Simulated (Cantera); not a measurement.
A perfectly stirred reactor is fed with N2O : N2 = 1 : 0.15 (molar parts), at 0.0160 bar; it is held at 1575 K, and followed from long to short residence time.

Detailed kinetics in Cantera: GRI-Mech 3.0 (53 species, 325 reactions). GRI-Mech 3.0 was tuned for natural gas; its chemistry of N2O as a main component is partial and can be far from experiment. Radical loss at walls, strong at low pressure, is not modelled. The temperature is held fixed by assumption; the heat of reaction is taken as removed at once.

One state of this run: x N2O = 0.452; x O = 0.000141; x NO2 = 1.29e-5; x N2 = 0.361; x NO = 0.0833; x O2 = 0.104. x: mole fraction; the columns are a selection and need not sum to one.

**Question.** Which value of τ (s) does it belong to?
A) 0.0025
B) 0.30
C) 0.012
D) 7.2

**Answer.** B, 0.30
